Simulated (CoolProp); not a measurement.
Computed with CoolProp (reference Helmholtz-energy equation of state, Akasaka 2022).

Q: Give the vapour pressure (MPa), liquid density (kg/m³), vapour density (kg/m³), liquid cp (kJ/(kg K)) of saturated R1233zd(E) at -7.15 °C.

A: 
| T (°C) | p (MPa) | liquid density (kg/m³) | vapour density (kg/m³) | liquid cp (kJ/(kg K)) |
|---|---|---|---|---|
| -7.15 | 0.0351 | 1340 | 2.11 | 1.12 |
